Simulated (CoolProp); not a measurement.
Vapour-liquid equilibrium of n-butane (1) + cyclohexane (2) at 305.2 K; x and y are mole fractions of (1).

Model: multi-fluid Helmholtz-energy mixture model, Bücker 2006 and Zhou 2014; pair parameters Bell 2016, in CoolProp.

Give the bubble pressure and the first vapour's composition at x = 0.15, 0.25, 0.55. Is there an azeotrope?

x = 0.15: 0.05217 MPa, y = 0.709; x = 0.25: 0.08004 MPa, y = 0.833; x = 0.55: 0.1710 MPa, y = 0.952. No azeotrope shows between x = 0.05 and 0.95.

Pair parameters are fitted to limited data, so mixtures are less certain than the pure fluids.
